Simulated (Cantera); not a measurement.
# C2H4 + H2 + N2 (carbon deposition, reforming and gasification)

A closed system holds: 1 mol C2H4, 0.61 mol H2, 0.18 mol N2, equilibrated at 75.0 Torr.

These are equilibrium values from Cantera (NASA tables, ideal gas, pure condensed phases), not measurements of a reactor. Candidate condensed phases: C, C6H6, C7H8, C8H18; 92 gas species. Rates play no part.

```json
[
 {"T (K)": "1850", "log p H2": "-1.03", "log p H": "-3.78", "log p N2": "-2.20", "log p HCN": "-3.72", "log p C2H2 (acetylene)": "-4.61", "log p HNC": "-5.10", "n C(graphite)": "1.99"},
 {"T (K)": "1900", "log p H2": "-1.03", "log p H": "-3.62", "log p N2": "-2.20", "log p HCN": "-3.63", "log p C2H2 (acetylene)": "-4.45", "log p HNC": "-4.95", "n C(graphite)": "1.99"},
 {"T (K)": "1950", "log p H2": "-1.03", "log p H": "-3.46", "log p N2": "-2.20", "log p HCN": "-3.54", "log p C2H2 (acetylene)": "-4.29", "log p HNC": "-4.82", "n C(graphite)": "1.99"},
 {"T (K)": "2000", "log p H2": "-1.03", "log p H": "-3.31", "log p N2": "-2.20", "log p HCN": "-3.45", "log p C2H2 (acetylene)": "-4.15", "log p HNC": "-4.70", "n C(graphite)": "1.99"},
 {"T (K)": "2050", "log p H2": "-1.03", "log p H": "-3.16", "log p N2": "-2.21", "log p HCN": "-3.37", "log p C2H2 (acetylene)": "-4.01", "log p HNC": "-4.58", "n C(graphite)": "1.98"},
 {"T (K)": "2100", "log p H2": "-1.04", "log p H": "-3.02", "log p N2": "-2.21", "log p HCN": "-3.29", "log p C2H2 (acetylene)": "-3.88", "log p HNC": "-4.46", "n C(graphite)": "1.98"},
 {"T (K)": "2150", "log p H2": "-1.04", "log p H": "-2.89", "log p N2": "-2.22", "log p HCN": "-3.22", "log p C2H2 (acetylene)": "-3.75", "log p HNC": "-4.36", "n C(graphite)": "1.97"},
 {"T (K)": "2200", "log p H2": "-1.04", "log p H": "-2.77", "log p N2": "-2.22", "log p HCN": "-3.15", "log p C2H2 (acetylene)": "-3.63", "log p HNC": "-4.25", "n C(graphite)": "1.97"},
 {"T (K)": "2250", "log p H2": "-1.04", "log p H": "-2.65", "log p N2": "-2.23", "log p HCN": "-3.09", "log p C2H2 (acetylene)": "-3.52", "log p HNC": "-4.16", "n C(graphite)": "1.96"},
 {"T (K)": "2300", "log p H2": "-1.05", "log p H": "-2.54", "log p N2": "-2.23", "log p HCN": "-3.03", "log p C2H2 (acetylene)": "-3.41", "log p HNC": "-4.07", "n C(graphite)": "1.95"},
 {"T (K)": "2350", "log p H2": "-1.05", "log p H": "-2.43", "log p N2": "-2.24", "log p HCN": "-2.97", "log p C2H2 (acetylene)": "-3.31", "log p HNC": "-3.98", "n C(graphite)": "1.94"},
 {"T (K)": "2400", "log p H2": "-1.06", "log p H": "-2.33", "log p N2": "-2.25", "log p HCN": "-2.92", "log p C2H2 (acetylene)": "-3.21", "log p HNC": "-3.90", "n C(graphite)": "1.93"},
 {"T (K)": "2450", "log p H2": "-1.06", "log p H": "-2.23", "log p N2": "-2.26", "log p HCN": "-2.87", "log p C2H2 (acetylene)": "-3.12", "log p HNC": "-3.82", "n C(graphite)": "1.91"},
 {"T (K)": "2500", "log p H2": "-1.07", "log p H": "-2.14", "log p N2": "-2.27", "log p HCN": "-2.82", "log p C2H2 (acetylene)": "-3.04", "log p HNC": "-3.75", "n C(graphite)": "1.90"}
]
```
log p: log10 of the partial pressure in bar; n: condensed amount in mol.

From 1850 K to 2500 K the condensed part is C(graphite). The main C-bearing gas is HCN at 1850 K and C2H2 (acetylene) at 2500 K. The share of C in condensed phases is highest at 1850 K (99.6 %) and lowest at 2500 K (94.8 %).
